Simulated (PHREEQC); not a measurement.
NaOH is added in steps, without added water, to 1 kg of water holding 0.25 mol NH3 and 0.00053 mol H4SiO4, at 20 °C. O2 is buffered at 0.21 atm. CO2 from the air is kept out. Only these solids could form: Chalcedony.

Base run: PHREEQC, ion-association model, wateq4f.dat. Each further column changes one thing. The table gives H2SiO4-2 (mol/kgw).

```tsv
NaOH added (mol)	base	Debye-Hückel limiting law	database phreeqc.dat	metal-ligand complexes left out	Davies equation for every ion
0	7.78e-6	7.88e-6	7.76e-6	7.78e-6	7.81e-6
0.012	5.01e-5	5.27e-5	4.98e-5	5.01e-5	5.10e-5
0.018	7.36e-5	7.87e-5	7.31e-5	7.36e-5	7.53e-5
0.03	0.000117	0.000128	0.000116	0.000117	0.000120
0.036	0.000136	0.000151	0.000135	0.000136	0.000141
0.048	0.000171	0.000192	0.000170	0.000171	0.000177
0.054	0.000187	0.000211	0.000186	0.000187	0.000193
0.066	0.000215	0.000245	0.000214	0.000215	0.000223
0.072	0.000227	0.000260	0.000226	0.000227	0.000236
0.084	0.000250	0.000287	0.000249	0.000250	0.000259
0.09	0.000260	0.000299	0.000259	0.000260	0.000270
0.102	0.000279	0.000321	0.000278	0.000279	0.000289
0.108	0.000287	0.000331	0.000286	0.000287	0.000297
0.12	0.000302	0.000349	0.000301	0.000302	0.000313
```

 phreeqc.dat and wateq4f.dat share most of their constants, so their agreement is no independent check. Solids allowed in the column 'database phreeqc.dat': SiO2(a).
